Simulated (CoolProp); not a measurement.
Vapour-liquid equilibrium of C2F6 (R116) (1) + R22 (2) at 224.8 K; x and y are mole fractions of (1).

The numbers come from the multi-fluid Helmholtz-energy mixture model, Lemmon 2006 and Kamei 1995; pair parameters Bell 2016 in CoolProp.

```
x      bubble pressure (kPa)  y at the bubble point  dew pressure at overall composition x (kPa)  liquid density (mol/L)
-----  ---------------------  ---------------------  -------------------------------------------  ----------------------
0.05                   157.4                  0.561                                        73.87                   16.13
0.125                  239.5                  0.721                                        80.15                   15.53
0.2                    285.0                  0.772                                        87.59                   14.96
0.275                  309.9                  0.795                                        96.51                   14.41
0.35                   324.1                  0.808                                        107.4                   13.89
0.425                  333.3                  0.817                                        121.1                   13.40
0.5                    340.7                  0.825                                        138.7                   12.94
0.575                  347.9                  0.834                                        162.2                   12.51
0.65                   355.8                  0.846                                        194.9                   12.11
0.725                  364.6                  0.862                                        243.0                   11.73
0.8                    374.0                  0.885                                        315.2                   11.38
0.875                  383.3                  0.917                                        370.1                   11.07
0.95                   391.3                  0.961                                        389.7                   10.78
```

No azeotrope shows between x = 0.05 and 0.95.

The pair parameters rest on a limited set of measurements; away from them the model extrapolates. With so large a gap from Raoult's law the liquid may split in two, which this calculation doesn't test in full.
